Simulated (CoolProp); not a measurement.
A closed Brayton cycle with dry air: compressor inlet 323.15 K and 0.36 MPa, high pressure 1.04 MPa, turbine inlet 960 K, compressor efficiency 0.85, turbine efficiency 0.9, recuperator effectiveness 0 (on enthalpy, no pinch check). Each further row changes one setting.

The numbers come from the reference Helmholtz-energy equation of state, Lemmon 2000 in CoolProp. It is a pseudo-pure fit of the blend.

```tsv
case	thermal efficiency (%)	net work (kJ/kg)	compressor to turbine work	compressor exit (K)	turbine exit (K)
as stated	17.6	95.4	0.59	456.8	752.7
turbine inlet 910 K	17.1	83.2	0.62	456.8	711.9
compressor inlet 333.15 K	17.3	91.3	0.60	470.7	752.7
high pressure 0.884 MPa	15.5	87.6	0.56	433.8	781.4
recuperator effectiveness 0.5	24.7	95.4	0.59	456.8	752.7
```
